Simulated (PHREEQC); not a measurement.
## Phosphoric acid bath: speciation

Consider water at 25 °C with 0.0014 mol/kgw NaH2PO4 and 0.0075 mol/kgw HNO3. Closed to the air; pH follows from the charge balance.

Equilibrium calculation in PHREEQC: ion-association model, phreeqc.dat.

Each row changes one thing in this solution. No solid was allowed to form.

```tsv
case	pH	ionic strength (mol/kgw)
as made	2.20	0.00826
diluted 5-fold with water	(withheld)	0.00173
0.007 mol/kgw Na2SO4 added	(withheld)	(withheld)
NaH2PO4 from 0.0014 to 0.00014 mol/kgw	2.16	0.00757
NaH2PO4 left out	2.16	0.00750
HNO3 left out	5.05	0.00142
```

### Question
Complete the blanks.

### Answer

- diluted 5-fold with water, pH: 2.86
- 0.007 mol/kgw Na2SO4 added, pH: 2.32
- 0.007 mol/kgw Na2SO4 added, ionic strength (mol/kgw): 0.0258
